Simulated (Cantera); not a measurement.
A closed system holds: 1 mol AlN, 1.8 mol HCl, 1.3 mol N2, at 10.0 mbar.

Method: chemical equilibrium by Gibbs-energy minimisation in Cantera with the NASA 1993 tables (ideal gas, pure condensed phases). Candidate condensed phases: Al, AlCl3, AlN, NH4Cl; 20 gas species. The numbers say what is thermodynamically allowed, not how fast it happens.

Over these rows the condensed part is AlN(s). Partial pressures as log10 of bar:

| T (K) | 1000/T (1/K) | log p AlCl | log p N2 | log p H2 | log p AlCl3 | log p HCl |
|---|---|---|---|---|---|---|
| 1298 | 0.7704 | -5.63 | -2.30 | -2.62 | -2.79 | -3.02 |
| 1323 | 0.7559 | ? | -2.30 | -2.62 | -2.80 | -3.02 |
| 1348 | 0.7418 | -5.12 | -2.30 | -2.61 | -2.80 | -3.03 |
| 1373 | 0.7283 | -4.87 | -2.30 | -2.61 | -2.80 | -3.03 |
| 1398 | 0.7153 | -4.64 | -2.30 | -2.61 | -2.80 | -3.04 |
| 1423 | 0.7027 | -4.42 | -2.30 | -2.62 | -2.81 | -3.04 |

Task: Fit log p(AlCl) = a + b·(1000/T) to the five rows, give the apparent enthalpy, and predict the row at 1323 K.

Result: Means: 1000/T = 0.7317, log p = -4.936. Sxy = -0.048759, Sxx = 0.0027212, so b = -17.92 and a = -4.936 − (-17.92)×0.7317 = 8.18.
Apparent enthalpy: −19.145 × (-17.92) = 343 kJ/mol. With the condensed phases at unit activity, 2/3 AlN(s) + 1/3 AlCl3(g) = AlCl(g) + 1/3 N2(g) links this pressure to the main gases: over the six rows their terms move log p by -0.01 in all, so the slope is close to that reaction's ΔH°. The five rows lie within 0.01 of the line.
Prediction at 1323 K: 8.18 + (-17.92)×0.7559 = -5.37. The computed value is -5.37, 0.00 from the line.
